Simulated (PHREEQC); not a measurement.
0.2 mol of CdF2 (CdF2) is brought to equilibrium with 1 kg of water holding 0.01 mol NaOH, at 25 °C under several pressures of CO2. Oxygen is held at 0.21 atm. Solids allowed: CdF2, Cd(OH)2, Otavite, Nahcolite, Natron. Others were left out.

The numbers come from PHREEQC with the acid-base model without metal-ligand complexes, wateq4f.dat.

```json
[
 {"log pCO2 (atm)": "-5", "pH": "6.25", "dissolved Cd (mol/kgw)": "0.126", "dissolved F (mol/kgw)": "0.262"},
 {"log pCO2 (atm)": "-4.5", "pH": "6.00", "dissolved Cd (mol/kgw)": "0.126", "dissolved F (mol/kgw)": "0.262"},
 {"log pCO2 (atm)": "-4", "pH": "5.75", "dissolved Cd (mol/kgw)": "0.126", "dissolved F (mol/kgw)": "0.263"},
 {"log pCO2 (atm)": "-3.5", "pH": "5.50", "dissolved Cd (mol/kgw)": "0.126", "dissolved F (mol/kgw)": "0.264"},
 {"log pCO2 (atm)": "-3", "pH": "5.25", "dissolved Cd (mol/kgw)": "0.126", "dissolved F (mol/kgw)": "0.266"},
 {"log pCO2 (atm)": "-2.5", "pH": "5.00", "dissolved Cd (mol/kgw)": "0.127", "dissolved F (mol/kgw)": "0.269"},
 {"log pCO2 (atm)": "-2", "pH": "4.75", "dissolved Cd (mol/kgw)": "0.128", "dissolved F (mol/kgw)": "0.274"},
 {"log pCO2 (atm)": "-1.5", "pH": "4.49", "dissolved Cd (mol/kgw)": "0.129", "dissolved F (mol/kgw)": "0.283"},
 {"log pCO2 (atm)": "-1", "pH": "4.24", "dissolved Cd (mol/kgw)": "0.131", "dissolved F (mol/kgw)": "0.301"},
 {"log pCO2 (atm)": "-0.5", "pH": "3.98", "dissolved Cd (mol/kgw)": "0.135", "dissolved F (mol/kgw)": "0.332"},
 {"log pCO2 (atm)": "0", "pH": "3.72", "dissolved Cd (mol/kgw)": "0.142", "dissolved F (mol/kgw)": "0.389"}
]
```
